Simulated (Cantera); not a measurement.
## Catalytic stagnation flow on Pt

A jet of 1.25 % H2, 8.67 % O2, 90.1 % N2, equivalence ratio 0.072 at 300 K and 33.8 Torr hits a platinum plate 7.7 cm away at a mass flux of 0.047 kg/m²/s; the plate temperature is set and raised in steps from an oxygen-covered start.

Computed with Cantera and Deutschmann's 1995 Pt surface mechanism with GRI-Mech 3.0 gas chemistry. Catalytic surfaces can have several steady states; this one follows from the mechanism file's or the stated starting coverage.

| plate T (K) | wall x H2 | wall x O2 | wall x H2O | wall x OH | θ free Pt | θ O* | θ OH* |
|---|---|---|---|---|---|---|---|
| 600 | 0.00201 | 0.0753 | 0.0206 | <1e-8 | 0.0440 | 0.953 | 0.00273 |
| 650 | 0.00196 | 0.0753 | 0.0205 | <1e-8 | 0.0473 | 0.951 | 0.00185 |
| 700 | 0.00172 | 0.0751 | 0.0208 | <1e-8 | 0.0574 | 0.941 | 0.00142 |
| 750 | 0.00127 | 0.0746 | 0.0216 | <1e-8 | 0.0844 | 0.914 | 0.00124 |
| 800 | 0.000881 | 0.0742 | 0.0222 | <1e-8 | 0.130 | 0.869 | 0.00115 |
| 850 | 0.000640 | 0.0740 | 0.0226 | 1.25e-8 | 0.189 | 0.810 | 0.00104 |
| 900 | 0.000494 | 0.0739 | 0.0228 | 3.92e-8 | 0.256 | 0.743 | 0.000931 |
x: mole fraction at the wall; θ: surface coverage.
